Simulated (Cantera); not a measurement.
Input: 1 mol SiF4, 8.3 mol N2O, held at 0.000520 bar.

These are equilibrium values from Cantera (NASA tables, ideal gas, pure condensed phases), not measurements of a reactor. Candidate condensed phases: Si, SiO2, Si2N2O, Si3N4; 28 gas species. The tables' values for SiF3 are old estimates; treat these amounts as uncertain. The tables hold silica as quartz up to 1696 K and as liquid above; real silica turns to tridymite and cristobalite and melts near 1996 K. Equilibrium is a limit: real reactors are often held back by kinetics, nucleation or transport.

### Question
At 1725 K, list the 4 most abundant gas species with their mole fractions, and the condensed phases.

### Answer
N2 0.615, O2 0.306, SiF4 0.0742, NO 0.00340. Condensed: SiO2(condensed).
